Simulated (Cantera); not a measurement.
Charge: 1 mol BN, 42 mol H2, at 1550 K and 375 Torr.

Method: chemical equilibrium by Gibbs-energy minimisation in Cantera with the NASA 1993 tables (ideal gas, pure condensed phases). Candidate condensed phases: B, BN; 15 gas species. Kinetics and transport are ignored.

Problem. What is the equilibrium state?

Solution. 
```json
{
  "x(H2)": "1.000",
  "x(H)": "4.45e-5",
  "x(BH2)": "2.52e-6",
  "x(N2)": "1.66e-6",
  "n(BN(s))": "1.000 mol",
  "gas_amount": "42.00 mol",
  "log10 activity of B(s) (absent)": "-0.81"
}
```
